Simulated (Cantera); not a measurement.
A closed system holds: 1 mol FeS, a varied amount of SO₃, 0.17 mol H₂O, 0.095 mol H₂S, equilibrated at 425 °C and 101000 Pa.

Cantera equilibrium calculation (NASA polynomials, part measured and part estimated; ideal gas, pure solids and liquids). Candidate condensed phases: Fe, FeO, Fe(OH)₂, Fe(OH)₃, FeS, FeSO₄, FeS₂, Fe₂O₃, Fe₂(SO₄)₃, Fe₃O₄, H₂O, H₂SO₄, S; 22 gas species. Equilibrium is a limit: real reactors are often held back by kinetics, nucleation or transport.

Q: At 0.26 mol SO₃, list the 4 most abundant gas species with their mole fractions, and the condensed phases.

A: H₂O 0.734, SO₂ 0.265, H₂S 0.00109, S₂ 4.54e-5. Condensed: FeS₂(s) + Fe₃O₄(s).
